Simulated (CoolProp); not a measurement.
A simple Rankine cycle with the fluoroketone C6F12O (FK-5-1-12): condensing at 325.15 K, boiler at 0.37 MPa, turbine inlet 405.6 K, turbine efficiency 0.6, pump efficiency 0.6, no recuperator. Each further row changes one setting.

The numbers come from the reference Helmholtz-energy equation of state, McLinden 2015 in CoolProp.

| case | thermal efficiency (%) | net work (kJ/kg) | heat in (kJ/kg) | turbine exit temperature (K) | volume ratio over the turbine |
|---|---|---|---|---|---|
| as stated | ? | 6.75 | 159 | 395.3 | 3.47 |
| turbine inlet 425.6 K | ? | 7.19 | 179 | 415.5 | 3.42 |
| condensing temperature 317.15 K | 5.0 | 8.39 | ? | 393.2 | 4.60 |
| boiler pressure 0.259 MPa | ? | 4.87 | 160 | 398.7 | ? |
| turbine efficiency 0.5 | ? | ? | 159 | 396.5 | 3.48 |

**Question.** What belongs in the gaps?

**Answer.** 
- as stated, thermal efficiency (%): 4.2
- turbine inlet 425.6 K, thermal efficiency (%): 4.0
- condensing temperature 317.15 K, heat in (kJ/kg): 168
- boiler pressure 0.259 MPa, thermal efficiency (%): 3.0
- boiler pressure 0.259 MPa, volume ratio over the turbine: 2.36
- turbine efficiency 0.5, thermal efficiency (%): 3.5
- turbine efficiency 0.5, net work (kJ/kg): 5.58
